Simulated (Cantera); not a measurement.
An isothermal, constant-pressure homogeneous reactor starts with 3.66 % H₂, 38.5 % O₂, 57.8 % N₂, equivalence ratio 0.048, at 1175 K and 0.0168 atm.

Model: the H2/O2 subset of GRI-Mech 3.0, which has no nitrogen chemistry, integrated in Cantera. Radical loss at walls, strong at low pressure, is not modelled. The temperature is held fixed by assumption; the heat of reaction is taken as removed at once.

One state of this run: x H₂ = 0.000586; x O₂ = 0.365; x H₂O₂ = 6.82e-8; x HO₂ = 2.09e-6; x O = 0.0115. x: mole fraction; the columns are a selection and need not sum to one.

Which value of t (s) does it belong to?
(A) 0.000400
(B) 0.00116
(C) 0.0283
(D) 0.690

C, 0.0283
